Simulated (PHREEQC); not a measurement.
A solution holds 0.11 mmol/kgw HF and 0.081 mmol/kgw (CH3)4NF, at 20 °C. Closed to the air; pH follows from the charge balance.

All values are PHREEQC results (ion-association model, phreeqc.dat), not measurements.

- pH: 4.05
- ionic strength: 0.000171 mol/kgw
- total alkalinity: -0.110 meq/kg

| species | molality | activity | log γ |
|---|---|---|---|
| F- | 0.000171 | 0.000168 | -0.007 |
| H+ | 8.96e-5 | 8.83e-5 | -0.006 |
| (CH3)4N+ | 8.10e-5 | 7.98e-5 | -0.006 |
| HF | 2.04e-5 | 2.04e-5 | 0.000 |
| HF2- | 1.28e-8 | 1.26e-8 | -0.006 |

Precipitation was switched off in this run. (CH3)4N+ isn't in the database: it is added as a free cation with an ion size of 4 Å.
